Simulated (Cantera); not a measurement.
A perfectly stirred reactor is fed with CO : H2 : CH4 : O2 : N2 : H2O = 1 : 0.33 : 0.51 : 3.59 : 13.5 : 1 (molar parts), equivalence ratio 0.47, at 1.00 atm; it is adiabatic with a 700 K inlet, and is followed from long to short residence time, starting on the burning branch (τ in s: 0.4, 0.14, 0.048, 0.016, 0.0056, 0.0019, 0.00067, 0.00023, 7.9e-05, 2.7e-05).

Detailed kinetics in Cantera: GRI-Mech 3.0 (53 species, 325 reactions).

**Question.** Predict: blow-out, bracketed by the residence times tried; x(CO) at τ = 0.400 s; x(H2) at τ = 0.400 s; x(CH4) at τ = 0.400 s; x(H2O) at τ = 0.400 s; x(CO) at τ = 1.90 ms; x(H2) at τ = 1.90 ms; x(CH4) at τ = 1.90 ms; x(H2O) at τ = 1.90 ms.

**Answer.** 
- blow-out, bracketed by the residence times tried = burning at 0.230 ms, out at 79.0 µs
- x(CO) at τ = 0.400 s = 0.000171
- x(H2) at τ = 0.400 s = 4.28e-5
- x(CH4) at τ = 0.400 s = 1.79e-6
- x(H2O) at τ = 0.400 s = 0.121
- x(CO) at τ = 1.90 ms = 0.00545
- x(H2) at τ = 1.90 ms = 0.00108
- x(CH4) at τ = 1.90 ms = 5.85e-5
- x(H2O) at τ = 1.90 ms = 0.118
